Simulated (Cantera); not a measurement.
Feed: 1 mol Si, 2 mol N2O, 28 mol N2, equilibrated at 49.0 Pa.

Cantera equilibrium calculation (NASA polynomials, part measured and part estimated; ideal gas, pure solids and liquids). Candidate condensed phases: Si, SiO2, Si2N2O, Si3N4; 16 gas species. The tables hold silica as quartz up to 1696 K and as liquid above; real silica turns to tridymite and cristobalite and melts near 1996 K. The numbers say what is thermodynamically allowed, not how fast it happens.

Q: What share of the Si ends up in condensed phases as a function of T (K), at 948, 1098, 1248, 1398, 1548, 1698, 1848, 1998, 2148?

A: 
```csv
T (K),Si condensed (%),as
948,100.0,SiO2(β-quartz)
1098,100.0,SiO2(β-quartz)
1248,100.0,SiO2(β-quartz)
1398,100.0,SiO2(β-quartz)
1548,100.0,SiO2(β-quartz)
1698,99.7,SiO2(condensed)
1848,94.8,SiO2(condensed)
1998,35.2,SiO2(l)
2148,0.0,-
```
